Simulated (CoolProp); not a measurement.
Ethylene along the isotherm 176.85 °C: fugacity coefficient from the reference equation and from simpler models built on Tc = 9.2 °C, pc = 5.042 MPa, ω = 0.087; each cubic takes its own stable root.

The numbers come from the reference Helmholtz-energy equation of state, Smukala 2000 in CoolProp.

| p (MPa) | phase | reference | van der Waals | Redlich-Kwong | Soave-Redlich-Kwong | Peng-Robinson |
|---|---|---|---|---|---|---|
| 0.0797 | gas | 0.9989 | 0.9986 | 0.9988 | 0.9990 | 0.9986 |
| 0.151 | gas | 0.9979 | 0.9974 | 0.9976 | 0.9981 | 0.9974 |
| 0.286 | gas | 0.9961 | 0.9950 | 0.9955 | 0.9964 | 0.9951 |
| 0.543 | gas | 0.9926 | 0.9906 | 0.9916 | 0.9932 | 0.9908 |
| 1.03 | gas | 0.9860 | 0.9822 | 0.9841 | 0.9871 | 0.9826 |
| 1.95 | gas | 0.9737 | 0.9666 | 0.9702 | 0.9760 | 0.9677 |
| 3.7 | gas | ? | 0.9374 | 0.9449 | 0.9556 | ? |
| 7.01 | supercritical | 0.9111 | 0.8849 | 0.9006 | 0.9205 | 0.8946 |
| 13.3 | supercritical | 0.8466 | 0.7983 | 0.8311 | 0.8667 | 0.8250 |
| 25.2 | supercritical | 0.7708 | ? | 0.7537 | 0.8106 | ? |

Question: What belongs in the gaps?

Answer: 
- 3.7, reference: 0.9511
- 3.7, Peng-Robinson: 0.9407
- 25.2, van der Waals: 0.7075
- 25.2, Peng-Robinson: 0.7486
